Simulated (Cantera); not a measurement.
## N2O furnace oxynitridation

An isothermal, constant-pressure homogeneous reactor starts with N₂O = 1 (molar parts), at 1150 K and 0.690 bar.

Computed with Cantera and GRI-Mech 3.0 (53 species, 325 reactions). GRI-Mech 3.0 was tuned for natural gas; its chemistry of N2O as a main component is partial and can be far from experiment. The mechanism lacks the step 2 NO + O2 → 2 NO2, which can matter for NO2 below about 1400 K. The temperature is held fixed by assumption; the heat of reaction is taken as removed at once.

| t (s) | x N₂O | x NO | x O₂ | x NO₂ | x N₂ | x O |
|---|---|---|---|---|---|---|
| 8.00e-5 | 1.000 | 9.05e-7 | 4.84e-6 | 6.55e-12 | 1.09e-5 | 7.77e-7 |
| 0.000185 | 1.000 | 2.27e-6 | 1.21e-5 | 4.11e-11 | 2.61e-5 | 7.78e-7 |
| 0.000428 | 1.000 | 5.42e-6 | 2.89e-5 | 2.34e-10 | 6.14e-5 | 7.78e-7 |
| 0.000989 | 1.000 | 1.27e-5 | 6.79e-5 | 1.28e-9 | 0.000143 | 7.78e-7 |
| 0.00229 | 0.999 | 2.95e-5 | 0.000158 | 6.87e-9 | 0.000331 | 7.78e-7 |
| 0.00529 | 0.999 | 6.84e-5 | 0.000366 | 3.59e-8 | 0.000766 | 7.78e-7 |
| 0.0122 | 0.997 | 0.000158 | 0.000846 | 1.82e-7 | 0.00177 | 7.77e-7 |
| 0.0283 | 0.994 | 0.000364 | 0.00195 | 8.61e-7 | 0.00409 | 7.77e-7 |
| 0.0654 | 0.985 | 0.000835 | 0.00448 | 3.56e-6 | 0.00939 | 7.75e-7 |
| 0.151 | 0.966 | 0.00190 | 0.0102 | 1.19e-5 | 0.0214 | 7.71e-7 |
| 0.350 | 0.925 | 0.00423 | 0.0229 | 3.19e-5 | 0.0480 | 7.60e-7 |
| 0.809 | 0.838 | 0.00903 | 0.0493 | 7.33e-5 | 0.103 | 7.36e-7 |
| 1.87 | 0.678 | 0.0176 | 0.0983 | 0.000148 | 0.206 | 6.82e-7 |
| 4.32 | 0.442 | 0.0295 | 0.171 | 0.000252 | 0.357 | 5.71e-7 |
| 10.0 | 0.200 | 0.0393 | 0.247 | 0.000343 | 0.514 | 3.76e-7 |
x: mole fraction; the columns are a selection and need not sum to one.

Equilibrium at this temperature and pressure: N₂O 8.46e-9, NO 0.000153, O₂ 0.333, NO₂ 3.47e-6, N₂ 0.667, O 5.81e-9 (gas phase only).
